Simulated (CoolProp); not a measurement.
Hexamethyldisiloxane (MM) along the isotherm 620 K: fugacity coefficient from the reference equation and from simpler models built on Tc = 518.7 K, pc = 19.31 bar, ω = 0.418; each cubic takes its own stable root.

Model: reference Helmholtz-energy equation of state, Thol 2016, in CoolProp.

```json
[
 {"p (bar)": "3.62", "phase": "gas", "reference": "0.9656"},
 {"p (bar)": "7.24", "phase": "gas", "reference": "0.9320"},
 {"p (bar)": "10.9", "phase": "gas", "reference": "0.8991"},
 {"p (bar)": "14.5", "phase": "gas", "reference": "0.8678"},
 {"p (bar)": "18.1", "phase": "gas", "reference": "0.8377"},
 {"p (bar)": "21.7", "phase": "supercritical", "reference": "0.8088"},
 {"p (bar)": "25.3", "phase": "supercritical", "reference": "0.7812"},
 {"p (bar)": "29", "phase": "supercritical", "reference": "0.7541"}
]
```

**Question.** How far does each simpler model (van der Waals, Redlich-Kwong, Soave-Redlich-Kwong) lie from the reference over these 8 states: mean and median of the absolute difference, and the worst?

**Answer.** 
- van der Waals: mean 1.6 %, median 1.2 %, worst -4.2 % at 620 K and 29 bar
- Redlich-Kwong: mean 1.8 %, median 1.6 %, worst -3.8 % at 620 K and 29 bar
- Soave-Redlich-Kwong: mean 1.6 %, median 1.6 %, worst +2.7 % at 620 K and 29 bar
